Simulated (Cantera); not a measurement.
# Aluminium and copper etching: Cu + HF

Input: 1 mol Cu, 7 mol HF, held at 673.15 K and 0.100 bar.

Method: chemical equilibrium by Gibbs-energy minimisation in Cantera with the NASA 1993 tables (ideal gas, pure condensed phases). Candidate condensed phases: Cu, CuF2; 15 gas species. The numbers say what is thermodynamically allowed, not how fast it happens.

```yaml
x(HF): 1.000
x(H2F2): 2.21e-5
n(Cu(s)): 1.00 mol
gas_amount: 7.000 mol
log10 activity of CuF2(s) (absent): -0.07
```
